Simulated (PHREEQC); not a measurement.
Solution (25 °C): 0.12 mol FeCl3, 0.00018 mol CuCl2, 0.0017 mol NaF and 0.0069 mol Na2SO4 per kg of water. Closed to the air; pH follows from the charge balance.

Model: ion-association model, phreeqc.dat, run in PHREEQC.

Task: The ionic strength comes out as 0.451 mol/kgw. What activity coefficients do FeF+2, Na+, Fe+3, Fe(SO4)2-, H+ get?

Result: FeF+2 0.22, Na+ 0.72, Fe+3 0.093, Fe(SO4)2- 0.73, H+ 0.77.

Precipitation was switched off in this run. Saturation is exceeded, for instance for Hematite (slow to form), Goethite (slow to form); the values hold only as long as no solid forms. Species that the database lacks are ignored. Fluoro complexes past AlF4- and FeF3 are missing from the database.
